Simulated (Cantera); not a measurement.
An adiabatic, constant-volume homogeneous reactor starts with 20.2 % CO, 0.728 % H2, 16.6 % O2, 62.4 % N2, at 1598 K and 705 Torr.

Cantera simulation using GRI-Mech 3.0 (53 species, 325 reactions); the numbers are that mechanism's predictions, not measurements.

Problem. Predict: time of steepest temperature rise; temperature at 0.500 s; equilibrium temperature; x(CO) at 0.500 s; x(H2) at 0.500 s; x(O2) at 0.500 s; x(H) at 0.500 s; x(HO2) at 0.500 s; x(NO2) at 0.500 s; x(H2O) at 0.500 s.

Solution. 
```
Property                                                               Value
---------------------------------  -----------------------------------------
time of steepest temperature rise                                    89.1 µs
temperature at 0.500 s                                                2788 K
equilibrium temperature                                               2788 K
x(CO) at 0.500 s                       0.0635 (gas-phase equilibrium 0.0635)
x(H2) at 0.500 s                   0.000272 (gas-phase equilibrium 0.000272)
x(O2) at 0.500 s                       0.0805 (gas-phase equilibrium 0.0805)
x(H) at 0.500 s                      0.00105 (gas-phase equilibrium 0.00105)
x(HO2) at 0.500 s                    3.24e-6 (gas-phase equilibrium 3.24e-6)
x(NO2) at 0.500 s                    1.07e-5 (gas-phase equilibrium 1.07e-5)
x(H2O) at 0.500 s                    0.00455 (gas-phase equilibrium 0.00455)
```
